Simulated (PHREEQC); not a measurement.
A solution holds 59 mmol/kgw NaHCO3, 0.13 mmol/kgw NaF and 0.2 mmol/kgw KCl, at 30 °C. Closed to the air; pH follows from the charge balance.

Computed with PHREEQC (ion-association model, phreeqc.dat).

Q: The ionic strength comes out as 0.0584 mol/kgw. What activity coefficients do Cl-, F-, K+, CO3-2, Na+ get?

A: Cl- 0.80, F- 0.80, K+ 0.80, CO3-2 0.45, Na+ 0.81.

This is a speciation only: nothing precipitates in the calculation. Complexes and solids missing from the database can't appear.
